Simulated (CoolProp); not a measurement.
Nitrous oxide at 298.15 K and 1.21 MPa is throttled through a valve to 0.362 MPa with no heat exchange. Each further row changes one setting.

Model: reference Helmholtz-energy equation of state, Lemmon 2006, in CoolProp. It is a short technical equation, of lower accuracy than the large ones.

| case | temperature change (K) | final density (kg/m³) |
|---|---|---|
| as stated | -9.7 | 6.79 |
| outlet pressure 0.109 MPa | -12.8 | 2.04 |
| outlet pressure 0.471 MPa | -8.5 | 8.86 |
